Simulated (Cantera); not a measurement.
Cantera run, input and output.

```python
import numpy as np
import cantera as ct

gas = ct.Solution("gri30.yaml")


def delay(T, t_max=10):
    gas.TPX = T, 2100000, {'CH4': 1, 'CO': 0.71, 'O2': 1.39, 'N2': 5.21, 'CO2': 0.018}
    reactor = ct.IdealGasReactor(gas, clone=False)
    net = ct.ReactorNet([reactor])
    net.rtol, net.atol = 1e-8, 1e-16
    while net.time < t_max:
        t_old, T_old = net.time, reactor.T
        net.step()
        if reactor.T > T + 400:  # ignition: a rise of 400 K
            return t_old + (T + 400 - T_old) / (reactor.T - T_old) * (net.time - t_old)
    return np.nan


taus = []
for T in [1275, 1350, 1425, 1500, 1575, 1650, 1725, 1800]:
    taus.append(delay(T))
    print(f"T0 = {T:6g} K   tau = {taus[-1]:.4e} s")
```

It prints:

```
T0 =   1275 K   tau = 1.9513e-03 s
T0 =   1350 K   tau = 7.6535e-04 s
T0 =   1425 K   tau = 3.2358e-04 s
T0 =   1500 K   tau = 1.4549e-04 s
T0 =   1575 K   tau = 6.9019e-05 s
T0 =   1650 K   tau = 3.4440e-05 s
T0 =   1725 K   tau = 1.8081e-05 s
T0 =   1800 K   tau = 1.0002e-05 s
```

Computed with Cantera and GRI-Mech 3.0 (53 species, 325 reactions). The pressure lies above the range GRI-Mech 3.0 was tuned for (to about 10 atm).
